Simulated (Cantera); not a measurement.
Cantera with NASA thermochemical tables; ideal gases at 1 bar, condensed phases pure. Values are per mole of reaction as written; species without (g) are pure solids or liquids, kept so even where they would boil at 1 bar.

2 Fe(CO)₅(g) ⇌ 2 Fe + 5 CO₂(g) + 5 C

```json
[
 {"T (K)": "300", "ΔH° (kJ)": "-511.9", "ΔS° (J/K)": "273.2", "ΔG° (kJ)": "-593.9", "log10 K": "103.40", "condensed phases": "Fe(α), C(graphite)"},
 {"T (K)": "1798", "ΔH° (kJ)": "-527.6", "ΔS° (J/K)": "233.4", "ΔG° (kJ)": "-947.2", "log10 K": "27.52", "condensed phases": "Fe(δ), C(graphite)"},
 {"T (K)": "1823", "ΔH° (kJ)": "-499.6", "ΔS° (J/K)": "248.9", "ΔG° (kJ)": "-953.3", "log10 K": "27.31", "condensed phases": "Fe(l), C(graphite)"},
 {"T (K)": "1848", "ΔH° (kJ)": "-499.2", "ΔS° (J/K)": "249.1", "ΔG° (kJ)": "-959.5", "log10 K": "27.12", "condensed phases": "Fe(l), C(graphite)"},
 {"T (K)": "1873", "ΔH° (kJ)": "-498.7", "ΔS° (J/K)": "249.3", "ΔG° (kJ)": "-965.7", "log10 K": "26.93", "condensed phases": "Fe(l), C(graphite)"},
 {"T (K)": "1898", "ΔH° (kJ)": "-498.3", "ΔS° (J/K)": "249.6", "ΔG° (kJ)": "-972.0", "log10 K": "26.75", "condensed phases": "Fe(l), C(graphite)"},
 {"T (K)": "1923", "ΔH° (kJ)": "…", "ΔS° (J/K)": "…", "ΔG° (kJ)": "…", "log10 K": "…", "condensed phases": "Fe(l), C(graphite)"},
 {"T (K)": "1948", "ΔH° (kJ)": "-497.4", "ΔS° (J/K)": "250.0", "ΔG° (kJ)": "-984.5", "log10 K": "26.40", "condensed phases": "Fe(l), C(graphite)"},
 {"T (K)": "1973", "ΔH° (kJ)": "…", "ΔS° (J/K)": "…", "ΔG° (kJ)": "…", "log10 K": "…", "condensed phases": "Fe(l), C(graphite)"}
]
```

**Question.** What belongs in the gaps?

**Answer.** 
- 1923, ΔH° (kJ): -497.8
- 1923, ΔS° (J/K): 249.8
- 1923, ΔG° (kJ): -978.2
- 1923, log10 K: 26.57
- 1973, ΔH° (kJ): -496.9
- 1973, ΔS° (J/K): 250.3
- 1973, ΔG° (kJ): -990.7
- 1973, log10 K: 26.23
